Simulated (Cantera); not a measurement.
A perfectly stirred reactor is fed with CH₄ : N₂ = 1 : 2.2 (molar parts), at 1.00 atm; it is held at 1848 K, and followed from long to short residence time.

Model: GRI-Mech 3.0 (53 species, 325 reactions), integrated in Cantera. GRI-Mech 3.0 stops at C3 and has no aromatics, soot or wall deposition, so with more carbon than oxygen in the feed, carbon stays in small species such as C2H2 where larger ones or solid carbon would form.

**Question.** What does this change do: pressure from 1.00 atm to 0.109 atm?

**Answer.** 
```tsv
quantity	before	after
x(CH₄) at τ = 22.0 s	0.00337	0.00189
x(C₂H) at τ = 22.0 s	1.11e-6	3.34e-6
x(CH₃) at τ = 22.0 s	6.03e-5	0.000101
x(C₂H₆) at τ = 22.0 s	3.02e-7	6.74e-8
x(CH₂) at τ = 22.0 s	6.27e-8	3.07e-7
x(CH₄) at τ = 73.0 ms	0.0286	0.0430
x(C₂H) at τ = 73.0 ms	9.73e-7	2.07e-6
x(CH₃) at τ = 73.0 ms	0.000484	0.00161
x(C₂H₆) at τ = 73.0 ms	1.42e-5	2.08e-5
x(CH₂) at τ = 73.0 ms	4.47e-7	2.88e-6
```

**Question.** What does this change do: pressure from 1.00 atm to 0.000434 atm?

**Answer.** 
| quantity | before | after |
|---|---|---|
| x(CH₄) at τ = 22.0 s | 0.00337 | 0.0228 |
| x(C₂H) at τ = 22.0 s | 1.11e-6 | 4.09e-6 |
| x(CH₃) at τ = 22.0 s | 6.03e-5 | 0.00158 |
| x(C₂H₆) at τ = 22.0 s | 3.02e-7 | 1.27e-6 |
| x(CH₂) at τ = 22.0 s | 6.27e-8 | 5.12e-6 |
| x(CH₄) at τ = 73.0 ms | 0.0286 | 0.307 |
| x(C₂H) at τ = 73.0 ms | 9.73e-7 | 7.55e-9 |
| x(CH₃) at τ = 73.0 ms | 0.000484 | 0.00262 |
| x(C₂H₆) at τ = 73.0 ms | 1.42e-5 | 1.22e-6 |
| x(CH₂) at τ = 73.0 ms | 4.47e-7 | 1.12e-6 |
Radical loss at walls, strong at low pressure, is not modelled.
